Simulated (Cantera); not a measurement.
Metals in furnace atmospheres: Ti + CO + CO₂

Input: 1 mol Ti, 6.8 mol CO, 0.015 mol CO₂.

These are equilibrium values from Cantera (NASA tables, ideal gas, pure condensed phases), not measurements of a reactor. Candidate condensed phases: C, Ti, TiC, TiO, TiO₂, Ti₂O₃, Ti₃O₅, Ti₄O₇; 15 gas species. Mutual solubility and eutectic melting of coexisting phases are not modelled. TiC: taken at fixed stoichiometry. Condensed phases not in the tables: Magnéli phases beyond Ti₄O₇. The numbers say what is thermodynamically allowed, not how fast it happens.

Question: Map the stable condensed phases over T = 725, 775, 825, 875, 925, 975, 1025, 1075, 1125, 1175 K and P in Pa = 10, 41, 160, 670, 2700, 11000, 45000, 180000, 740000, 3000000.

Answer: 
```
T in K \ P in Pa
              10      41     160     670    2700   11000   45000  180000  740000 3000000
   1175        A       A       B       C       D       D       D       D       D       D
   1125        A       B       C       C       D       D       D       D       D       D
   1075        B       C       C       D       D       D       D       D       D       D
   1025        C       C       D       D       D       D       D       D       D       D
    975        D       D       D       D       D       D       D       D       D       D
    925        D       D       D       D       D       D       D       D       D       D
    875        D       D       D       D       D       D       D       D       D       D
    825        D       D       D       D       D       D       D       D       D       D
    775        D       D       D       D       D       D       D       D       D       D
    725        D       D       D       D       D       D       D       D       D       D
```
A: TiC + Ti₂O₃; B: C + Ti₃O₅; C: C + Ti₄O₇; D: C + TiO₂.
